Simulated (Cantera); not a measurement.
A closed system holds: 1 mol Si, 1.3 mol Cl₂, 13 mol H₂, equilibrated at 1375 K and 0.668 Torr.

These are equilibrium values from Cantera (NASA tables, ideal gas, pure condensed phases), not measurements of a reactor. Candidate condensed phases: Si; 19 gas species. The tables' values for SiCl₃ are old estimates; treat these amounts as uncertain. The numbers say what is thermodynamically allowed, not how fast it happens.

Base state: H₂ 0.857, HCl 0.105, SiCl₂ 0.0371, SiCl₃ 0.000755, H 0.000106, SiCl₄ 7.05e-5, SiHCl₃ 3.67e-5, Cl 1.08e-5 (mole fractions); condensed: Si(s).

Task: What changes in the equilibrium state with this change: temperature from 1375 K to 523.15 K?

Result: 
| species | before | after |
|---|---|---|
| H₂ | 0.857 | 0.951 |
| SiCl₄ | 7.05e-5 | 0.0428 |
| SiHCl₃ | 3.67e-5 | 0.00647 |
| HCl | 0.105 | 2.14e-5 |
| SiCl₂ | 0.0371 | <1e-9 |
| H | 0.000106 | <1e-9 |
| SiCl₃ | 0.000755 | 2.99e-8 |
| Cl | 1.08e-5 | <1e-9 |
| SiH₂Cl₂ | 2.83e-6 | 3.71e-5 |
| Si(s), mol | 0.457 | 0.328 |
